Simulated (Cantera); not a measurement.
Charge: 1 mol Fe3O4, 1 mol C, 0.85 mol H2, at 1702 °C and 0.133 bar.

Equilibrium computed with Cantera from the NASA thermochemical tables; the gas is ideal and each condensed phase is pure. Candidate condensed phases: C, C6H6, C7H8, C8H18, Fe, Fe(CO)5, FeO, Fe(OH)2, Fe(OH)3, Fe2O3, Fe3O4, H2O; 114 gas species. Each liquid is taken as pure. Mutual solubility and eutectic melting of coexisting phases are not modelled. The tables' stoichiometric FeO is somewhat more stable than real wüstite, so its field is too wide. FeO: taken at fixed stoichiometry. The numbers say what is thermodynamically allowed, not how fast it happens.

Base state: CO 0.488, H2 0.311, H2O 0.146, CO2 0.0508, H 0.00209, Fe 0.00206, OH 9.32e-5, Fe(OH)2 5.13e-5 (mole fractions); condensed: Fe(l) + FeO(l).

Question: What changes in the equilibrium state with this change: Fe3O4 replaced by Ta2O5?

Answer: 
```tsv
species	before	after
H2	0.311	0.539
CO	0.488	0.455
H	0.00209	0.00275
H2O	0.146	0.00221
CO2	0.0508	0.000414
Fe	0.00206	0
Fe(OH)2	5.13e-5	0
FeO	1.81e-5	0
OH	9.32e-5	1.07e-6
Fe(l), mol	0.361	0
FeO(l), mol	2.64	0
TaC(s), mol	0	0.287
Ta2O5(s), mol	0	0.857
```
TaC: taken at fixed stoichiometry. Condensed phases not in the tables: Ta2C. Further candidate phases: Ta, TaC, Ta2O5.
